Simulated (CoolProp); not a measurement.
Saturated liquid density (kg/m³) of sulfur dioxide: the reference equation beside estimates from Tc = 430.6 K, pc = 7.887 MPa, ω = 0.256. Rackett uses Z = 0.29056 − 0.08775 ω.

The numbers come from the reference Helmholtz-energy equation of state, Gao 2016 in CoolProp.

```csv
T (K),reference,Rackett,van der Waals,Redlich-Kwong,Soave-Redlich-Kwong,Peng-Robinson
260.5,1468,1445,866.9,1275,1315,1484
270.6,1442,1420,852.6,1251,1293,1460
280.8,1415,1394,837.7,1225,1269,1434
291,1387,1367,822.1,1197,1243,1406
301.1,1358,1339,806.0,1169,1216,1377
311.3,1329,1311,789.0,1138,1187,1345
321.5,1298,1281,771.2,1107,1157,1311
331.6,1266,1250,752.6,1073,1124,1275
341.8,1233,1218,732.7,1038,1088,1235
352,1197,1183,711.6,999.5,1050,1192
362.2,1158,1146,689.0,958.7,1009,1145
372.3,1117,1107,664.8,915.1,963.4,1093
382.5,1071,1064,638.0,867.1,912.9,1035
392.7,1019,1016,608.2,813.9,856.2,968.9
402.8,958.4,961.0,574.4,754.1,791.5,893.1
```

Absolute difference from the reference over all 15 rows, mean and median: Rackett 1.1 and 1.3 %, van der Waals 40.6 and 40.6 %, Redlich-Kwong 16.0 and 15.2 %, Soave-Redlich-Kwong 12.2 and 11.2 %, Peng-Robinson 1.9 and 1.2 %.
